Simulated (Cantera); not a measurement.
A perfectly stirred reactor is fed with CO : H₂ : O₂ : N₂ = 1 : 0.12 : 0.509 : 3.97 (molar parts), at 480000 Pa; it is adiabatic with a 475 K inlet, and is followed from long to short residence time, starting on the burning branch (τ in s: 0.47, 0.21, 0.092, 0.041, 0.018, 0.008, 0.0035, 0.0016, 0.00069, 0.0003, 0.00013, 5.9e-05).

Cantera simulation using GRI-Mech 3.0 (53 species, 325 reactions); the numbers are that mechanism's predictions, not measurements. The hydrogen kinetics of GRI-Mech 3.0 are dated; newer H2 mechanisms differ, most at raised pressure.

x: mole fraction; the columns are a selection and need not sum to one.

| τ (s) | T (K) | x CO | x H₂ | x O₂ | x N₂O | x O | x OH |
|---|---|---|---|---|---|---|---|
| 0.47 | 1956 | 0.0204 | 0.000597 | 0.000366 | 9.46e-8 | … | 0.000230 |
| 0.21 | 1951 | 0.0210 | 0.000616 | 0.000650 | 1.49e-7 | … | 0.000312 |
| 0.092 | 1943 | 0.0220 | 0.000647 | 0.00113 | 2.26e-7 | … | 0.000419 |
| 0.041 | 1932 | 0.0235 | 0.000695 | 0.00186 | 3.18e-7 | … | 0.000549 |
| 0.018 | 1914 | 0.0256 | 0.000767 | 0.00295 | 4.20e-7 | … | 0.000709 |
| 0.0080 | 1889 | 0.0286 | 0.000865 | 0.00443 | 5.17e-7 | … | 0.000891 |
| 0.0035 | 1856 | 0.0326 | 0.000999 | 0.00642 | 6.00e-7 | … | 0.00109 |
| 0.0016 | 1814 | 0.0375 | 0.00116 | 0.00882 | 6.58e-7 | … | 0.00128 |
| 0.00069 | 1755 | 0.0441 | 0.00135 | 0.0121 | 7.01e-7 | … | 0.00145 |
| 0.00030 | 1675 | 0.0532 | 0.00155 | 0.0166 | 7.38e-7 | … | 0.00152 |
| 0.00013 | 1539 | 0.0703 | 0.00173 | 0.0252 | 8.06e-7 | … | 0.00127 |
| 5.9e-5 | 475 | 0.179 | 0.0214 | 0.0909 | <1e-12 | <1e-12 | <1e-12 |

### Question
Complete the blanks.

### Answer

- 0.47, x O: 1.90e-5
- 0.21, x O: 3.54e-5
- 0.092, x O: 6.57e-5
- 0.041, x O: 0.000118
- 0.018, x O: 0.000208
- 0.0080, x O: 0.000357
- 0.0035, x O: 0.000604
- 0.0016, x O: 0.000966
- 0.00069, x O: 0.00154
- 0.00030, x O: 0.00231
- 0.00013, x O: 0.00290
